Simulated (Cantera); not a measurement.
A jet of 3.39 % CH₄, 17.9 % O₂, 78.7 % N₂, equivalence ratio 0.38 at 300 K and 353 Torr hits a platinum plate 2.1 cm away at a mass flux of 0.028 kg/m²/s; the plate temperature is set and raised in steps from an oxygen-covered start.

Detailed kinetics in Cantera: Deutschmann's 1995 Pt surface mechanism with GRI-Mech 3.0 gas chemistry. Catalytic surfaces can have several steady states; this one follows from the mechanism file's or the stated starting coverage.

One state of this run: wall x CH₄ = 0.00581; wall x O₂ = 0.120; wall x H₂O = 0.0520; wall x OH = 4.03e-7; wall x CO = 4.12e-6; wall x CO₂ = 0.0341; θ free Pt = 0.285; θ O* = 0.712; θ OH* = 0.00269. x: mole fraction at the wall; θ: surface coverage.

Q: Which value of plate T (K) does it belong to?
(A) 1050
(B) 1000
(C) 950
(D) 850

A: A, 1050
